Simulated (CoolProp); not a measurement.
Hydrogen chloride at several states: Z from the reference equation and from simpler models built on Tc = 51.5 °C, pc = 83.14 bar, ω = 0.130; each cubic takes its own stable root.

Model: reference Helmholtz-energy equation of state, Thol 2018, in CoolProp.

```json
[
 {"T (°C)": "386.35", "p (bar)": "0.405", "phase": "gas", "reference": "0.9999"},
 {"T (°C)": "60.55", "p (bar)": "246", "phase": "supercritical", "reference": "0.3994"},
 {"T (°C)": "90.55", "p (bar)": "23.6", "phase": "gas", "reference": "0.9232"}
]
```

Problem. How far does each simpler model (van der Waals, Redlich-Kwong, Soave-Redlich-Kwong, Peng-Robinson) lie from the reference over these 3 states: mean and median of the absolute difference, and the worst?

Solution. 
- van der Waals: mean 15.7 %, median 1.0 %, worst +46.1 % at 60.55 °C and 246 bar
- Redlich-Kwong: mean 6.5 %, median 0.5 %, worst +19.0 % at 60.55 °C and 246 bar
- Soave-Redlich-Kwong: mean 6.8 %, median 0.8 %, worst +19.5 % at 60.55 °C and 246 bar
- Peng-Robinson: mean 2.7 %, median 0.2 %, worst +7.7 % at 60.55 °C and 246 bar
